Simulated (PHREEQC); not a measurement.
# Leach liquor

Dissolve 0.22 mol HCl and 0.00019 mol MnSO4 per kg of water at 83 °C. Closed to the air; pH follows from the charge balance.

All values are PHREEQC results (ion-association model, wateq4f.dat), not measurements.

This is a speciation only: nothing precipitates in the calculation.

Problem. What pH, activity of water does the model give?

Solution. pH 0.77; activity of water 0.993.

Problem. In which forms is S present?

Solution. HSO4- 96 %, SO4-2 3.7 % of the S.

Species that the database lacks are ignored. Away from 25 °C the constants follow the database's enthalpies or fits; those with neither stay at their 25 °C values.
